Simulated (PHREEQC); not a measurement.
**Buffer (model solution)**

Solution (25 °C and 100 atm): 0.15 mol/kgw NaHCO3, 0.015 mol/kgw Na2CO3 and 0.066 mol/kgw KCl. Closed to the air; pH follows from the charge balance.

Equilibrium calculation in PHREEQC: ion-association model, phreeqc.dat.

Each row changes one thing in this solution. This is a speciation only: nothing precipitates in the calculation.

```
case                                   pH  ionic strength (mol/kgw)  Na+ (mol/kgw)  HCO3- (mol/kgw)  CO3-2 (mol/kgw)  NaHCO3 (mol/kgw)  SI of Sylvite (KCl)  SI of Halite (NaCl)
-----------------------------------  ----  ------------------------  -------------  ---------------  ---------------  ----------------  -------------------  -------------------
as made                              8.64                     0.239          0.165            0.142          0.00819           0.00747                -3.59                -3.83
Na2CO3 from 0.015 to 0.0225 mol/kgw  8.80                     0.254          0.176            0.141           0.0118           0.00786                -3.59                -3.81
diluted 5-fold with water            8.93                    0.0504         0.0349           0.0295          0.00234          0.000428                -4.85                -5.10
diluted 100-fold with water          9.15                   0.00259        0.00179          0.00151         0.000132           1.49e-6                -7.33                -7.56
temperature from 25 to 40 °C         8.37                     0.235          0.163            0.142          0.00570           0.00673                -3.66                -3.85
Na2CO3 from 0.015 to 0.15 mol/kgw    9.46                     0.475          0.348            0.137           0.0609            0.0132                -3.65                -3.55
NaHCO3 from 0.15 to 0.225 mol/kgw    8.41                     0.305          0.232            0.208          0.00751            0.0147                -3.61                -3.70
diluted 10-fold with water           9.02                    0.0255         0.0176           0.0149          0.00128          0.000119                -5.41                -5.65
```

Complexes and solids missing from the database can't appear. Under pressure, the constants of complexes without a molar volume in the database are unreliable. Constants without temperature data keep their 25 °C values here.
